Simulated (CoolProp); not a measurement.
Computed with CoolProp (reference Helmholtz-energy equation of state, Schmidt 1985).

**Question.** Give the vapour pressure (MPa), vapour density (kg/m³), surface tension (mN/m), vapour viscosity (µPa s) of saturated oxygen at -189.75, -154.45 °C.

**Answer.** 
```tsv
T (°C)	p (MPa)	vapour density (kg/m³)	surface tension (mN/m)	vapour viscosity (µPa s)
-189.75	0.0468	2.20	14.9	6.42
-154.45	0.947	36.4	6.42	9.31
```

Viscosity comes from a separate model (Lemmon 2004). Surface tension comes from a separate correlation (Mulero 2012).
